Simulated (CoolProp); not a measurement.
Vapour-liquid equilibrium of isopentane (1) + R365MFC (2) at 12 bar; x and y are mole fractions of (1).

Model: multi-fluid Helmholtz-energy mixture model, Lemmon 2006 and Lemmon 2016; pair parameters Bell 2016, in CoolProp.

```tsv
x	bubble temperature (°C)	y at the bubble point	dew temperature at overall composition x (°C)	liquid density (mol/L)
0.05	128.8	0.096	130.5	6.592
0.2	121.3	0.306	125.0	6.633
0.35	117.2	0.441	119.8	6.632
0.5	115.3	0.540	115.9	6.635
0.65	115.1	0.630	115.2	6.668
0.8	116.7	0.738	118.3	6.734
0.95	121.9	0.911	123.3	6.793
```

y crosses x between x = 0.5 and 0.65: the model has an azeotrope there.

Pair parameters are fitted to limited data, so mixtures are less certain than the pure fluids.
